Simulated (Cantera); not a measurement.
An isothermal, constant-pressure homogeneous reactor starts with 75.8 % NO, 24.2 % N2, at 1925 K and 975 Torr.

Model: GRI-Mech 3.0 (53 species, 325 reactions), integrated in Cantera.

x: mole fraction; the columns are a selection and need not sum to one.

```json
[
 {"t (s)": "4.00e-6", "x NO": "0.758", "x N2O": "[?]", "x O": "1.56e-6", "x N2": "0.242", "x NO2": "4.12e-7"},
 {"t (s)": "1.19e-5", "x NO": "0.758", "x N2O": "[?]", "x O": "3.20e-6", "x N2": "0.242", "x NO2": "2.74e-6"},
 {"t (s)": "3.56e-5", "x NO": "0.758", "x N2O": "[?]", "x O": "4.94e-6", "x N2": "0.242", "x NO2": "1.31e-5"},
 {"t (s)": "0.000106", "x NO": "0.757", "x N2O": "[?]", "x O": "8.35e-6", "x N2": "0.242", "x NO2": "4.77e-5"},
 {"t (s)": "0.000317", "x NO": "0.757", "x N2O": "[?]", "x O": "1.81e-5", "x N2": "0.242", "x NO2": "0.000154"},
 {"t (s)": "0.000948", "x NO": "0.756", "x N2O": "[?]", "x O": "3.35e-5", "x N2": "0.243", "x NO2": "0.000335"},
 {"t (s)": "0.00283", "x NO": "0.754", "x N2O": "0.000261", "x O": "3.87e-5", "x N2": "0.244", "x NO2": "0.000395"},
 {"t (s)": "0.00844", "x NO": "0.749", "x N2O": "0.000257", "x O": "4.25e-5", "x N2": "0.247", "x NO2": "0.000436"},
 {"t (s)": "0.0252", "x NO": "0.731", "x N2O": "0.000244", "x O": "5.20e-5", "x N2": "0.255", "x NO2": "0.000531"},
 {"t (s)": "0.0752", "x NO": "0.683", "x N2O": "[?]", "x O": "7.20e-5", "x N2": "0.279", "x NO2": "0.000705"},
 {"t (s)": "0.224", "x NO": "0.564", "x N2O": "[?]", "x O": "0.000106", "x N2": "0.339", "x NO2": "0.000878"},
 {"t (s)": "0.670", "x NO": "0.350", "x N2O": "[?]", "x O": "0.000149", "x N2": "0.446", "x NO2": "0.000775"},
 {"t (s)": "2.00", "x NO": "0.131", "x N2O": "[?]", "x O": "0.000182", "x N2": "0.556", "x NO2": "0.000359"}
]
```

Problem. Fill in the missing entries.

Solution. 
- 4.00e-6, x N2O: 1.96e-6
- 1.19e-5, x N2O: 5.81e-6
- 3.56e-5, x N2O: 1.70e-5
- 0.000106, x N2O: 4.76e-5
- 0.000317, x N2O: 0.000118
- 0.000948, x N2O: 0.000219
- 0.0752, x N2O: 0.000210
- 0.224, x N2O: 0.000140
- 0.670, x N2O: 5.27e-5
- 2.00, x N2O: 7.55e-6
